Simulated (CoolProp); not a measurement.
The fluid at 293.15 K and 0.0107 MPa flows at 0.052 m/s in a round tube of 10 mm bore and 15 µm roughness, fully developed (64/Re and Nu = 3.66 if laminar; Colebrook and Gnielinski if turbulent). The same conditions are run with several fluids, on thermodynamics alone (safety and materials aside).

Model: reference Helmholtz-energy equation of state of each fluid (methanol: de Reuck 1993; R404A: Lemmon 2003; R143a: Lemmon and Jacobsen 2000; R410A: Lemmon 2003; R245fa: Akasaka 2015), in CoolProp. Blends and air are pseudo-pure fits.

Question: Rank methanol, R404A, R143a, R410A, R245fa by Reynolds number, highest first.

Answer: R245fa (26.5), R404A (18.6), R143a (17.6), R410A (13.1), methanol (7.84)

```tsv
fluid	Darcy friction factor	pressure drop (Pa/m)	heat-transfer coefficient (W/(m² K))	mass flow (kg/h)
methanol	8.17	0.158	5.38	0.00210
R404A	3.44	0.200	4.75	0.00631
R143a	3.64	0.182	5.27	0.00543
R410A	4.87	0.210	4.71	0.00469
R245fa	2.42	0.193	5.58	0.00869
```

Transport values come from each fluid's own correlations; those of R143a, R245fa are estimates that may be off by 10 % or more.
